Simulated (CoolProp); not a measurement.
CF4 (R14) along the isobar 628 kPa: density (kg/m³) from the reference equation and from simpler models built on Tc = 227.4 K, pc = 3762 kPa, ω = 0.178; each cubic takes its own stable root.

Computed with CoolProp (reference Helmholtz-energy equation of state, Platzer 1990). This equation is an older, rougher fit; its heat capacities, sound speeds and derivatives of the liquid may be far off and weren't checked against measurements.

| T (K) | phase | reference |
|---|---|---|
| 169.2 | liquid | 1467 |
| 201.4 | gas | 36.19 |
| 233.6 | gas | 30.08 |
| 265.8 | gas | 25.91 |
| 298 | gas | 22.84 |
| 330.2 | gas | 20.45 |
| 362.4 | gas | 18.53 |
| 394.6 | gas | 16.95 |
| 426.8 | gas | 15.63 |
| 458.9 | gas | 14.51 |

Problem. How far does each simpler model (van der Waals, Redlich-Kwong, Soave-Redlich-Kwong) lie from the reference over these 10 states: mean and median of the absolute difference, and the worst?

Solution. 
- van der Waals: mean 10.2 %, median 0.5 %, worst -97.0 % at 169.2 K and 628 kPa
- Redlich-Kwong: mean 0.8 %, median 0.3 %, worst -6.0 % at 169.2 K and 628 kPa
- Soave-Redlich-Kwong: mean 0.4 %, median 0.1 %, worst -3.2 % at 169.2 K and 628 kPa

At some of these states van der Waals gives the other phase, because its saturation line lies elsewhere.
